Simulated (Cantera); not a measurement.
Feed: 1 mol Fe₂O₃, 0.79 mol C, 0.87 mol N₂, equilibrated at 2175 K and 1.60 bar.

Method: chemical equilibrium by Gibbs-energy minimisation in Cantera with the NASA 1993 tables (ideal gas, pure condensed phases). Candidate condensed phases: C, Fe, Fe(CO)₅, FeO, Fe₂O₃, Fe₃O₄; 27 gas species. The tables' stoichiometric FeO is somewhat more stable than real wüstite, so its field is too wide. FeO: taken at fixed stoichiometry. Equilibrium is a limit: real reactors are often held back by kinetics, nucleation or transport.

Base state: N₂ 0.524, CO 0.349, CO₂ 0.127, Fe 0.000349, NO 3.08e-5, FeO 1.93e-5 (mole fractions); condensed: FeO(l).

Problem. What changes in the equilibrium state with this change: pressure from 1.60 bar to 0.0600 bar?

Solution. 
```
species        before     after
-----------  --------  --------
N₂              0.524     0.519
CO              0.349     0.338
CO₂             0.127     0.134
Fe           0.000349   0.00856
O₂            2.11e-6   6.67e-5
O             2.65e-6   7.68e-5
FeO           1.93e-5  0.000515
NO            3.08e-5  0.000172
FeO(l), mol      2.00      1.98
```
